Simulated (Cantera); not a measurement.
Feed: 1 mol Fe3O4, 0.56 mol CH4, 0.34 mol H2, equilibrated at 0.133 bar.

Method: chemical equilibrium by Gibbs-energy minimisation in Cantera with the NASA 1993 tables (ideal gas, pure condensed phases). Candidate condensed phases: C, C6H6, C7H8, C8H18, Fe, Fe(CO)5, FeO, Fe(OH)2, Fe(OH)3, Fe2O3, Fe3O4, H2O; 114 gas species. Each liquid is taken as pure. Mutual solubility and eutectic melting of coexisting phases are not modelled. The tables' stoichiometric FeO is somewhat more stable than real wüstite, so its field is too wide. FeO: taken at fixed stoichiometry. Rates play no part.

### Question
Which condensed phases are stable at each of these points (T (K)): 1448, 1548, 1648, 1748, 1848, 1948, 2048, 2148, 2248, 2348, 2448?

### Answer
```csv
T (K),condensed phases,Fe condensed (%)
1448,Fe(γ) + FeO(s),100.0
1548,Fe(γ) + FeO(s),100.0
1648,Fe(γ) + FeO(s),100.0
1748,Fe(δ) + FeO(l),100.0
1848,Fe(l) + FeO(l),100.0
1948,Fe(l) + FeO(l),99.9
2048,Fe(l) + FeO(l),99.7
2148,Fe(l) + FeO(l),99.1
2248,Fe(l) + FeO(l),97.7
2348,FeO(l),95.3
2448,FeO(l),91.7
```

From 1448 K to 1648 K the condensed part is Fe(γ) + FeO(s). At 1748 K the condensed part is Fe(δ) + FeO(l). From 1848 K to 2248 K the condensed part is Fe(l) + FeO(l). From 2348 K to 2448 K the condensed part is FeO(l).
